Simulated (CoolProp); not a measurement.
A Linde-Hampson liquefier for ethylene: isothermal reversible compression at 290 K from 1 atm to 20 MPa, throttling to 1 atm, return gas leaving the recuperator 2 K below the feed. Each further row changes one setting.

The numbers come from the reference Helmholtz-energy equation of state, Smukala 2000 in CoolProp.

```json
[
 {"case": "as stated", "liquid yield per pass": "0.506", "compression work (kJ/kg of gas)": "350"},
 {"case": "high pressure 40 MPa", "liquid yield per pass": "0.499", "compression work (kJ/kg of gas)": "395"},
 {"case": "warm-end temperature 320 K", "liquid yield per pass": "0.414", "compression work (kJ/kg of gas)": "418"},
 {"case": "warm-end gap 7 K", "liquid yield per pass": "0.500", "compression work (kJ/kg of gas)": "350"}
]
```
